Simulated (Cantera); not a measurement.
A closed system holds: 1 mol SiH₄, 0.31 mol N₂, at 1998 K and 280 Pa.

Equilibrium computed with Cantera from the NASA thermochemical tables; the gas is ideal and each condensed phase is pure. Candidate condensed phases: Si, Si₃N₄; 18 gas species. The tables' values for SiN are old estimates; treat these amounts as uncertain. Gases not in the tables: Si₂H₆ and higher silanes. Rates play no part.

Base state: H₂ 0.826, N₂ 0.130, H 0.0276, Si 0.0152, SiH 0.000498, Si₂ 0.000157, Si₂N 9.98e-5, SiH₂ 8.67e-5 (mole fractions); condensed: Si(l).

Problem. What changes in the equilibrium state with this change: temperature from 1998 K to 1048.15 K?

Solution. 
| species | before | after |
|---|---|---|
| H₂ | 0.826 | 1.00 |
| H | 0.0276 | 1.47e-7 |
| N₂ | 0.130 | 4.58e-8 |
| Si | 0.0152 | <1e-9 |
| SiH | 0.000498 | <1e-9 |
| Si₂ | 0.000157 | <1e-9 |
| Si(l), mol | 0.961 | 0 |
| Si(s), mol | 0 | 0.535 |
| Si₃N₄(s), mol | 0 | 0.155 |
N₂ is the only nitrogen source here; it is nearly inert below about 1500 K, so the nitride shown seldom forms there in practice. Mutual solubility and eutectic melting of coexisting phases are not modelled.
